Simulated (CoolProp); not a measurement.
A Linde-Hampson liquefier for methane: isothermal reversible compression at 250 K from 1 atm to 40 MPa, throttling to 1 atm, return gas leaving the recuperator 2 K below the feed. Each further row changes one setting.

Computed with CoolProp (reference Helmholtz-energy equation of state, Setzmann 1991).

```tsv
case	liquid yield per pass	compression work (kJ/kg of gas)
as stated	0.352	688
high pressure 80 MPa	0.304	809
warm-end temperature 280 K	0.284	803
warm-end gap 7 K	0.343	688
```
